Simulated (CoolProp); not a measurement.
R1233zd(E) at several states: fugacity coefficient from the reference equation and from simpler models built on Tc = 165.7 °C, pc = 35.83 bar, ω = 0.304; each cubic takes its own stable root.

Values from CoolProp's reference Helmholtz-energy equation of state, Akasaka 2022.

| T (°C) | p (bar) | phase | reference | van der Waals | Redlich-Kwong |
|---|---|---|---|---|---|
| -51.85 | 141 | liquid | 0.0003674 | 0.02277 | ___ |
| 92.95 | 37.7 | liquid | 0.2223 | ___ | ___ |
| 145.05 | 161 | liquid | ___ | ___ | 0.2197 |
| 152.75 | 47.4 | liquid | 0.4545 | 0.5312 | ___ |
| 23.85 | 1.31 | liquid | 0.9112 | 0.9731 | 0.9633 |
| -86.15 | 6.75 | liquid | 0.0001896 | ___ | ___ |

Task: Some entries are withheld; supply them.

Result: 
- -51.85, Redlich-Kwong: 0.001419
- 92.95, van der Waals: 0.3981
- 92.95, Redlich-Kwong: 0.2881
- 145.05, reference: 0.1886
- 145.05, van der Waals: 0.2833
- 152.75, Redlich-Kwong: 0.4862
- -86.15, van der Waals: 0.04795
- -86.15, Redlich-Kwong: 0.001008

At some of these states van der Waals, Redlich-Kwong gives the other phase, because its saturation line lies elsewhere.
